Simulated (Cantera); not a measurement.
Mixture: C₃H₈ : O₂ : N₂ = 1 : 9.8 : 36.9 (molar parts), equivalence ratio 0.51, at 760 Torr, adiabatic and at constant pressure. Ignition delay is the time to a rise of 400 K.

Cantera simulation using GRI-Mech 3.0 (53 species, 325 reactions); the numbers are that mechanism's predictions, not measurements. GRI-Mech 3.0 was tuned for natural gas; its chemistry of propane as a main component is partial and can be far from experiment.

**Question.** At T0 = 1575 K, what is the delay, and which 7 reactions control it most (d ln τ / d ln k, from doubling and halving each rate constant)?

**Answer.** The delay is 40.8 µs.
```csv
reaction,d ln τ / d ln k,faster rate
H + O2 <=> O + OH,-0.41,shortens it
C2H5 + CH3 (+M) <=> C3H8 (+M),-0.39,shortens it
CH3 + HO2 <=> CH3O + OH,-0.21,shortens it
C3H8 + H <=> C3H7 + H2,0.19,lengthens it
2 CH3 (+M) <=> C2H6 (+M),0.11,lengthens it
C2H4 + OH <=> C2H3 + H2O,-0.11,shortens it
CH3 + OH <=> CH2(S) + H2O,-0.10,shortens it
```
